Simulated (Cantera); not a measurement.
Charge: 1 mol Si3N4, 0.34 mol C, 0.14 mol H2, at 1277 °C and 1.40 Pa.

Method: chemical equilibrium by Gibbs-energy minimisation in Cantera with the NASA 1993 tables (ideal gas, pure condensed phases). Candidate condensed phases: C, C6H6, C7H8, C8H18, Si, SiC, Si3N4; 105 gas species. Mutual solubility and eutectic melting of coexisting phases are not modelled. Kinetics and transport are ignored.

Base state: N2 0.931, H2 0.0641, Si 0.00237, H 0.00213, Si2N 1.42e-5 (mole fractions); condensed: Si(s) + SiC(s).

Question: What changes in the equilibrium state with this change: temperature from 1277 °C to 2275 °C?

Answer: 
```csv
species,before,after
Si,0.00237,0.541
N2,0.931,0.369
H,0.00213,0.0520
H2,0.0641,3.96e-5
SiC2,<1e-9,0.0184
CN,<1e-9,0.00837
C,<1e-9,0.00769
C3,<1e-9,0.00287
"Si(s), mol",2.65,0
"SiC(s), mol",0.340,0
```
The tables' values for SiN are old estimates; treat these amounts as uncertain.
